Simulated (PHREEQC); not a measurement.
Metal-bearing waste water

Solution (20 °C): 0.01 mol Al2(SO4)3, 0.0063 mol H2SO4 and 0.081 mol NaCl per kg of water. Closed to the air; pH follows from the charge balance.

The numbers come from PHREEQC with the ion-association model, phreeqc.dat.

No solid was allowed to form.

Q: Estimate the pH, density, ionic strength.

A: pH 2.14; density 1.005 g/cm³; ionic strength 0.144 mol/kgw.

Q: In which forms is Na present?

A: Na+ 98 %, NaSO4- 2.2 % of the Na.
